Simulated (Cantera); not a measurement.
A closed system holds: 1 mol SiHCl₃, 0.24 mol NH₃, 65 mol N₂, equilibrated at 975 K and 0.0420 bar.

Cantera equilibrium calculation (NASA polynomials, part measured and part estimated; ideal gas, pure solids and liquids). Candidate condensed phases: NH₄Cl, Si, Si₃N₄; 28 gas species. Rates play no part.

Base state: N₂ 0.970, HCl 0.0216, SiCl₄ 0.00584, H₂ 0.00210 (mole fractions); condensed: Si₃N₄(s).

Question: What changes in the equilibrium state with this change: temperature from 975 K to 1348 K?

Answer: 
```
species         before     after
-------------  -------  --------
N₂               0.970     0.969
HCl             0.0216    0.0226
SiCl₄          0.00584   0.00427
SiCl₂          9.06e-8   0.00111
SiCl₃          4.32e-6  0.000972
SiHCl₃         3.24e-6   1.66e-5
H₂             0.00210   0.00155
Si₃N₄(s), mol    0.203     0.191
```
The tables' values for SiCl₃ are old estimates; treat these amounts as uncertain.

Question: What changes in the equilibrium state with this change: N₂ from 65 to 3.1 mol?

Answer: 
```tsv
species	before	after
N₂	0.970	0.604
HCl	0.0216	0.229
SiCl₄	0.00584	0.100
H₂	0.00210	0.0665
SiHCl₃	3.24e-6	0.000167
SiCl₃	4.32e-6	3.95e-5
Si₃N₄(s), mol	0.203	0.174
```
The tables' values for SiCl₃ are old estimates; treat these amounts as uncertain.
